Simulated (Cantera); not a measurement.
Input: 1 mol MgO, 11 mol CO, 0.18 mol H₂, held at 2500 K and 1330 Pa.

Equilibrium computed with Cantera from the NASA thermochemical tables; the gas is ideal and each condensed phase is pure. Candidate condensed phases: C, C₆H₆, C₇H₈, C₈H₁₈, H₂O, Mg, MgCO₃, MgO, Mg(OH)₂; 116 gas species. The tables' values for MgH are old estimates; treat these amounts as uncertain. Kinetics and transport are ignored.

Base state: CO 0.821, Mg 0.0805, CO₂ 0.0715, H 0.0143, H₂ 0.00429, O 0.00349, H₂O 0.00232, OH 0.00160 (mole fractions); condensed: gas only.

**Question.** What changes in the equilibrium state with this change: MgO replaced by PbO?

**Answer.** 
| species | before | after |
|---|---|---|
| CO | 0.821 | 0.821 |
| Pb | 0 | 0.0803 |
| CO₂ | 0.0715 | 0.0713 |
| Mg | 0.0805 | 0 |
| PbO | 0 | 0.000845 |
| H | 0.0143 | 0.0143 |
| MgO | 0.000514 | 0 |
| MgOH | 0.000103 | 0 |
| MgH | 1.21e-5 | 0 |
| O₂ | 0.000774 | 0.000769 |
| H₂ | 0.00429 | 0.00432 |
Further candidate phases: Pb, PbO, PbO₂, Pb₃O₄.

**Question.** What changes in the equilibrium state with this change: pressure from 1330 Pa to 100000 Pa?

**Answer.** 
```tsv
species	before	after
CO	0.821	0.931
Mg	0.0805	0.0268
CO₂	0.0715	0.0247
H	0.0143	0.00277
H₂	0.00429	0.0121
O₂	0.000774	9.58e-7
O	0.00349	1.42e-5
OH	0.00160	9.44e-5
MgO	0.000514	5.21e-5
MgH	1.21e-5	5.86e-5
MgO(s), mol	0	0.689
```

**Question.** What changes in the equilibrium state with this change: CO from 11 to 0.52 mol?

**Answer.** 
| species | before | after |
|---|---|---|
| CO | 0.821 | 0.432 |
| Mg | 0.0805 | 0.226 |
| CO₂ | 0.0715 | 0.102 |
| H₂O | 0.00232 | 0.0880 |
| H₂ | 0.00429 | 0.0603 |
| OH | 0.00160 | 0.0162 |
| H | 0.0143 | 0.0535 |
| Mg(OH)₂ | 2.89e-7 | 8.33e-5 |
| MgOH | 0.000103 | 0.00294 |
| MgH | 1.21e-5 | 0.000128 |
| MgO | 0.000514 | 0.00391 |
| O₂ | 0.000774 | 0.00565 |
| MgO(s), mol | 0 | 0.772 |
